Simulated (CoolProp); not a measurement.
Vapour pressure (MPa) of octamethyltrisiloxane (MDM): the reference equation beside estimates from Tc = 292.2 °C, pc = 1.438 MPa, ω = 0.528.

The numbers come from the reference Helmholtz-energy equation of state, Thol 2017 in CoolProp.

| T (°C) | reference | Lee-Kesler | van der Waals | Redlich-Kwong | Peng-Robinson |
|---|---|---|---|---|---|
| 6.65 | 0.0001357 | 0.0001512 | 0.03726 | 0.002813 | ___ |
| 15.85 | 0.0002677 | 0.0002909 | 0.04633 | 0.004388 | 0.0003353 |
| 25.15 | 0.0005042 | 0.0005368 | 0.05700 | 0.006639 | 0.0006072 |
| 34.45 | 0.0009049 | 0.0009471 | 0.06930 | 0.009734 | 0.001053 |
| 43.75 | 0.001554 | 0.001605 | 0.08335 | 0.01387 | 0.001758 |
| 53.05 | 0.002567 | 0.002621 | 0.09926 | 0.01928 | ___ |
| 62.35 | 0.004090 | 0.004142 | 0.1171 | 0.02619 | 0.004417 |
| 71.65 | 0.006310 | 0.006348 | 0.1371 | 0.03487 | 0.006694 |
| 80.85 | 0.009412 | 0.009423 | 0.1591 | ___ | 0.009838 |
| 90.15 | 0.01373 | 0.01370 | 0.1835 | 0.05842 | 0.01417 |
| 99.45 | 0.01955 | ___ | 0.2103 | 0.07396 | ___ |
| 108.75 | 0.02723 | 0.02704 | 0.2397 | 0.09237 | 0.02758 |
| 118.05 | 0.03717 | 0.03686 | 0.2716 | 0.1139 | 0.03739 |

Problem. What belongs in the gaps?

Solution. 
- 6.65, Peng-Robinson: 0.0001778
- 53.05, Peng-Robinson: 0.002831
- 80.85, Redlich-Kwong: 0.04544
- 99.45, Lee-Kesler: 0.01945
- 99.45, Peng-Robinson: 0.01997

Absolute difference from the reference over all 13 rows, mean and median: Lee-Kesler 3.1 and 1.3 %, van der Waals 6339.0 and 2763.1 %, Redlich-Kwong 736.4 and 540.3 %, Peng-Robinson 10.9 and 8.0 %.
